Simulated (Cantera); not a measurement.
Charge: 1 mol SiO2, 4.6 mol CH4, 6.8 mol N2, at 2200 K and 0.570 Torr.

These are equilibrium values from Cantera (NASA tables, ideal gas, pure condensed phases), not measurements of a reactor. Candidate condensed phases: C, C6H6, C7H8, C8H18, H2O, Si, SiC, SiO2, Si2N2O, Si3N4; 151 gas species. The tables' values for SiN are old estimates; treat these amounts as uncertain. Kinetics and transport are ignored.

Base state: H2 0.385, N2 0.330, H 0.127, CO 0.0978, Si 0.0403, HCN 0.0107, SiC2 0.00387, Si2C 0.00183 (mole fractions); condensed: C(graphite).

What changes in the equilibrium state with this change: pressure from 0.570 Torr to 750 Torr?


```csv
species,before,after
H2,0.385,0.500
N2,0.330,0.370
CO,0.0978,0.109
H,0.127,0.00398
Si,0.0403,3.96e-5
HCN,0.0107,0.0130
SiO,0.00107,0.00155
CH4,2.96e-8,6.56e-5
SiC2,0.00387,3.80e-6
Si2,5.36e-5,6.80e-8
Si2C,0.00183,2.32e-6
"C(graphite), mol",2.15,1.36
"SiC(s), mol",0,0.971
```
Gases not in the tables: Si2H6 and higher silanes.

What changes in the equilibrium state with this change: temperature from 2200 K to 2400 K?


```csv
species,before,after
N2,0.330,0.297
H,0.127,0.292
H2,0.385,0.257
HCN,0.0107,0.0151
Si,0.0403,0.0369
CO,0.0978,0.0897
C2,2.78e-7,1.17e-5
C3,3.18e-6,0.000129
"C(graphite), mol",2.15,1.80
```
